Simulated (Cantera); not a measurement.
A closed system holds: 1 mol SiO2, 0.49 mol CH4, a varied amount of N2, equilibrated at 1425 °C and 1330 Pa.

Method: chemical equilibrium by Gibbs-energy minimisation in Cantera with the NASA 1993 tables (ideal gas, pure condensed phases). Candidate condensed phases: C, C6H6, C7H8, C8H18, H2O, Si, SiC, SiO2, Si2N2O, Si3N4; 151 gas species. Mutual solubility and eutectic melting of coexisting phases are not modelled. The tables hold silica as quartz up to 1696 K and as liquid above; real silica turns to tridymite and cristobalite and melts near 1996 K. The numbers say what is thermodynamically allowed, not how fast it happens.

x: gas mole fraction; n: condensed amount in mol.

```
n(N2) (mol)   x N2   x H2    x CO   x SiO       x H    x H2O    x HCN  n SiO2(condensed)  n Si2N2O(s)
-----------  -----  -----  ------  ------  --------  -------  -------  -----------------  -----------
0.37         0.147  0.473   0.237   0.142  0.000861  6.59e-5  1.06e-5              0.575       0.0652
0.47         0.186  0.454   0.227   0.132  0.000844  6.84e-5  1.03e-5              0.579       0.0688
0.6          0.232  0.430   0.215   0.122  0.000821  6.97e-5  9.87e-6              0.580       0.0705
0.76         0.283  0.401   0.201   0.114  0.000793  6.95e-5  9.20e-6              0.580       0.0703
0.97         0.339  0.368   0.184   0.108  0.000760  6.77e-5  8.34e-6              0.578       0.0679
1.2          0.391  0.337   0.169   0.103  0.000727  6.50e-5  7.48e-6              0.574       0.0639
1.6          0.462  0.293   0.147  0.0972  0.000678  5.98e-5  6.24e-6              0.565       0.0552
2            0.517  0.259   0.130  0.0936  0.000637  5.48e-5  5.28e-6              0.555       0.0455
2.5          0.570  0.226   0.113  0.0906  0.000595  4.94e-5  4.37e-6              0.542       0.0325
3.2          0.624  0.192  0.0959  0.0879         …  4.32e-5  3.47e-6              0.523       0.0137
4.1          0.676  0.161  0.0808  0.0809         …  3.96e-5  2.57e-6              0.510            0
5.3          0.730  0.135  0.0675  0.0675         …  3.95e-5  1.70e-6              0.510            0
6.7          0.773  0.113  0.0566  0.0566         …  3.95e-5  1.12e-6              0.510            0
```

**Question.** Some entries are withheld; supply them.

**Answer.** 
- 3.2, x H: 0.000548
- 4.1, x H: 0.000503
- 5.3, x H: 0.000460
- 6.7, x H: 0.000421
